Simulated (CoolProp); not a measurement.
Computed with CoolProp (reference Helmholtz-energy equation of state, Lemmon 2005).

Task: Give the vapour pressure (bar), vapour density (kg/m³), enthalpy of vaporisation (kJ/kg), vapour viscosity (µPa s) of saturated R125 at 296.5 K.

Result: 
| T (K) | p (bar) | vapour density (kg/m³) | enthalpy of vaporisation (kJ/kg) | vapour viscosity (µPa s) |
|---|---|---|---|---|
| 296.5 | 13.2 | 86.2 | 112 | 13.4 |

Viscosity comes from a separate model (Huber 2006).
